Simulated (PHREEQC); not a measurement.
1.2 g of hydrous ferric oxide (600 m²/g; 0.2 weak and 0.005 strong sites per Fe, Dzombak-Morel constants, diffuse double layer) in 1 kg of water with 0.005 mol/kgw of an inert sodium salt and 0.44 mmol/kgw MnCl2, at 25 °C; the pH is set by adding NaOH or the inert anion's acid. No oxygen is let in. The system is closed to CO2. Precipitation was switched off in this run.

Base run: PHREEQC, ion-association model, wateq4f.dat. Each further column changes one thing. The table gives surface charge σ (C/m²).

```csv
pH,base,background salt from 0.005 to 0.0005 mol/kgw,oxide from 1.2 to 6 g/kgw,0.006 mol/kgw BaCl2 added
3,0.315,0.283,0.331,0.347
3.5,0.260,0.212,0.281,0.314
4,0.199,0.149,0.218,0.262
4.5,0.144,0.101,0.156,0.203
5,0.099,0.066,0.107,0.149
5.5,0.066,0.041,0.069,0.104
6,0.042,0.025,0.043,0.071
6.5,0.026,0.015,0.025,0.046
7,0.016,0.009,0.014,0.029
7.5,0.010,0.005,0.007,0.018
8,0.004,0.002,0.002,0.009
8.5,0.000,0.000,-0.003,0.002
9,-0.006,-0.003,-0.009,-0.003
```

The oxide is taken as insoluble; below pH 4 it would dissolve.
